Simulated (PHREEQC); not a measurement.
Consider water at 25 °C with 8.4 mmol/kgw H2SO4 and 8.8 mmol/kgw KNO3. Closed to the air; pH follows from the charge balance.

The numbers come from PHREEQC with the ion-association model, wateq4f.dat.

```json
[
 {"quantity": "pH", "before": "1.93", "after": "1.98"},
 {"quantity": "ionic strength (mol/kgw)", "before": "0.0268", "after": "0.0238"},
 {"quantity": "SO4-2 (mol/kgw)", "before": "0.00478", "after": "0.00329"},
 {"quantity": "HSO4- (mol/kgw)", "before": "0.00346", "after": "0.00493"}
]
```

**Question.** What was changed between the two runs?
A) temperature from 25 to 60 °C
B) H2SO4 replaced by CuSO4 at the same molality
C) 0.00028 mol/kgw Ca(OH)2 added
D) KNO3 replaced by KF at the same molality
E) temperature from 25 to 10 °C

**Answer.** A, temperature from 25 to 60 °C

Precipitation was switched off in this run. At this temperature some constants are extrapolated from 25 °C, and those without enthalpy data are left unchanged.
